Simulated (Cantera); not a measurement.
A freely propagating, adiabatic, planar premixed flame of H₂ : O₂ : N₂ = 1 : 0.833 : 3.25 (molar parts), equivalence ratio 0.60, unburnt at 375 K and 100.0 Torr; mixture-averaged transport, grid criteria slope 0.08 and curve 0.16, no radiation.

Computed with Cantera and the H2/O2 subset of GRI-Mech 3.0, which has no nitrogen chemistry. Burning velocities carry a grid error of a few per cent, more on coarse grids. Lean hydrogen flames are cellular in practice and burn faster than this planar one.

x: mole fraction of selected species; z is measured from the peak of heat release.

```
z (mm)  T (K)  u (m/s)     x H₂    x O₂     x H₂O       x O   x H₂O₂      x OH
------  -----  -------  -------  ------  --------  --------  -------  --------
-15.0     375     1.55    0.197   0.164     <1e-8     <1e-8    <1e-8     <1e-8
-9.99     375     1.55    0.197   0.164     <1e-8     <1e-8    <1e-8     <1e-8
-7.49     375     1.55    0.197   0.164     <1e-8     <1e-8    <1e-8     <1e-8
-4.99     375     1.55    0.196   0.164   3.88e-7     <1e-8    <1e-8     <1e-8
-2.50     397     1.62    0.187   0.165  0.000989   2.84e-6  1.07e-5   3.34e-5
-1.25       ?     2.54    0.148   0.160    0.0231  0.000138  1.32e-5  0.000513
0           ?     3.86   0.0752   0.130    0.0915   0.00360  9.44e-7   0.00156
1.25        ?     4.77   0.0242  0.0910     0.158   0.00964  1.25e-6   0.00452
2.50        ?     5.23   0.0138  0.0799     0.176    0.0111  1.00e-6   0.00621
4.99     1491     5.68   0.0115  0.0762     0.185   0.00995  5.98e-7   0.00769
9.99     1610     6.09  0.00912  0.0741     0.194   0.00759  3.11e-7   0.00845
20.0     1711     6.43  0.00610  0.0728     0.202   0.00488  1.63e-7   0.00808
39.9     1783     6.67  0.00329  0.0724     0.208   0.00257  9.06e-8   0.00659
```

Q: What belongs in the gaps?

A: 
- -1.25, T (K): 639
- 0, T (K): 997
- 1.25, T (K): 1240
- 2.50, T (K): 1363
